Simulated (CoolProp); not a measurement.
Values from CoolProp's reference Helmholtz-energy equation of state, Zhou 2011.

Q: For dimethyl carbonate, give the phase and the cp (kJ/(kg K)), cv (kJ/(kg K)) at 234.25 °C and 2.65 MPa; 130.15 °C and 0.0879 MPa; 110.85 °C and 13.1 MPa.

A: 
- 234.25 °C and 2.65 MPa: liquid; cp 2.64, cv 1.72
- 130.15 °C and 0.0879 MPa: gas; cp 1.46, cv 1.36
- 110.85 °C and 13.1 MPa: liquid; cp 1.98, cv 1.49
